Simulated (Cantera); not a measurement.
Charge: 1 mol CH3SiH3, 0.045 mol HCl, 19 mol H2, held at 1.33 mbar.

Cantera equilibrium calculation (NASA polynomials, part measured and part estimated; ideal gas, pure solids and liquids). Candidate condensed phases: C, C6H6, C7H8, C8H18, Si, SiC; 109 gas species. The feed counts by its element totals alone. Gases not in the tables: Si2H6 and higher silanes. Kinetics and transport are ignored.

What share of the Si ends up in condensed phases as a function of T (°C), at 1277, 1352, 1427, 1502, 1577, 1652, 1727, 1802?


| T (°C) | Si condensed (%) | as |
|---|---|---|
| 1277 | 100.0 | SiC(s) |
| 1352 | 100.0 | SiC(s) |
| 1427 | 100.0 | SiC(s) |
| 1502 | 99.8 | SiC(s) |
| 1577 | 99.5 | SiC(s) |
| 1652 | 98.5 | SiC(s) |
| 1727 | 95.4 | SiC(s) |
| 1802 | 85.4 | SiC(s) |
